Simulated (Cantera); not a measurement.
Input: 1 mol SiO2, a varied amount of H2, held at 1748 K and 500 Pa.

Method: chemical equilibrium by Gibbs-energy minimisation in Cantera with the NASA 1993 tables (ideal gas, pure condensed phases). Candidate condensed phases: H2O, Si, SiO2; 18 gas species. The tables hold silica as quartz up to 1696 K and as liquid above; real silica turns to tridymite and cristobalite and melts near 1996 K. The numbers say what is thermodynamically allowed, not how fast it happens.

**Question.** Which condensed phases are stable at each of these points (n(H2) (mol)): 12, 18, 26, 39, 59, 89, 130, 200, 300, 450, 670, 1000?

**Answer.** 
```tsv
n(H2) (mol)	condensed phases	Si condensed (%)
12	SiO2(condensed)	85.1
18	SiO2(condensed)	77.7
26	SiO2(condensed)	67.7
39	SiO2(condensed)	51.6
59	SiO2(condensed)	26.8
89	gas only	0.0
130	gas only	0.0
200	gas only	0.0
300	gas only	0.0
450	gas only	0.0
670	gas only	0.0
1000	gas only	0.0
```

From 12 mol H2 to 59 mol H2 the condensed part is SiO2(condensed). From 89 mol H2 to 1000 mol H2 nothing is condensed.
